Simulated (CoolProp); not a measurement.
R365MFC along the isotherm 500 K: Z from the reference equation and from simpler models built on Tc = 460.0 K, pc = 3266 kPa, ω = 0.377; each cubic takes its own stable root.

Computed with CoolProp (reference Helmholtz-energy equation of state, Lemmon 2016).

| p (kPa) | phase | reference | van der Waals | Redlich-Kwong |
|---|---|---|---|---|
| 306 | gas | 0.9736 | 0.9769 | 0.9746 |
| 612 | gas | 0.9468 | 0.9529 | 0.9485 |
| 919 | gas | 0.9193 | 0.9279 | 0.9215 |
| 1220 | gas | 0.8918 | 0.9022 | ? |
| 1530 | gas | 0.8629 | ? | ? |
| 1840 | gas | 0.8334 | 0.8450 | 0.8346 |
| 2140 | gas | 0.8043 | ? | 0.8039 |
| 2450 | gas | 0.7737 | 0.7813 | 0.7706 |
| 2760 | gas | ? | 0.7450 | 0.7356 |
| 3060 | gas | 0.7117 | 0.7064 | 0.6996 |
| 3370 | supercritical | ? | 0.6617 | 0.6599 |
| 3670 | supercritical | 0.6477 | 0.6122 | 0.6187 |
| 3980 | supercritical | 0.6142 | 0.5520 | 0.5731 |
| 4290 | supercritical | 0.5801 | 0.4858 | 0.5255 |
| 4590 | supercritical | ? | 0.4401 | ? |
| 4900 | supercritical | 0.5110 | 0.4222 | 0.4456 |

Q: Fill in the missing entries.

A: 
- 1220, Redlich-Kwong: 0.8941
- 1530, van der Waals: 0.8744
- 1530, Redlich-Kwong: 0.8649
- 2140, van der Waals: 0.8148
- 2760, reference: 0.7425
- 3370, reference: 0.6794
- 4590, reference: 0.5464
- 4590, Redlich-Kwong: 0.4814
